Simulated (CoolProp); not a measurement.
Vapour-liquid equilibrium of R113 (1) + n-heptane (2) at 67.85 °C; x and y are mole fractions of (1).

Values from CoolProp's multi-fluid Helmholtz-energy mixture model, Marx 1992 and Span 2003; pair parameters Bell 2016.

| x | bubble pressure, mixture model (MPa) | bubble pressure, Raoult's law (MPa) | y, mixture model | y, Raoult's law |
|---|---|---|---|---|
| 0.05 | 0.04733 | 0.04510 | 0.242 | 0.210 |
| 0.15 | 0.06624 | 0.06029 | 0.508 | 0.471 |
| 0.25 | 0.08394 | 0.07548 | 0.651 | 0.627 |
| 0.35 | 0.1003 | 0.09067 | 0.740 | 0.731 |
| 0.45 | 0.1155 | 0.1059 | 0.803 | 0.805 |
| 0.55 | 0.1297 | 0.1210 | 0.850 | 0.861 |
| 0.65 | 0.1431 | 0.1362 | 0.889 | 0.904 |
| 0.75 | 0.1562 | 0.1514 | 0.922 | 0.938 |
| 0.85 | 0.1692 | 0.1666 | 0.954 | 0.966 |
| 0.95 | 0.1825 | 0.1818 | 0.984 | 0.990 |

The largest gap from Raoult's law is +11.2 % in bubble pressure, at x = 0.25. No azeotrope shows between x = 0.05 and 0.95.

Pair parameters are fitted to limited data, so mixtures are less certain than the pure fluids.
